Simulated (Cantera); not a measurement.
A jet of 1.21 % CH4, 19.2 % O2, 79.6 % N2, equivalence ratio 0.13 at 300 K and 48.8 Torr hits a platinum plate 3.2 cm away at a mass flux of 0.029 kg/m²/s; the plate temperature is set and raised in steps from an oxygen-covered start.

Model: Deutschmann's 1995 Pt surface mechanism with GRI-Mech 3.0 gas chemistry, integrated in Cantera. Catalytic surfaces can have several steady states; this one follows from the mechanism file's or the stated starting coverage.

One state of this run: wall x CH4 = 0.00570; wall x O2 = 0.178; wall x H2O = 0.0119; wall x OH = 1.85e-7; wall x CO = 3.87e-6; wall x CO2 = 0.00778; θ free Pt = 0.320; θ O* = 0.680. x: mole fraction at the wall; θ: surface coverage.

Problem. Which value of plate T (K) does it belong to?
A. 1000
B. 900
C. 1150
D. 950

Solution. A, 1000
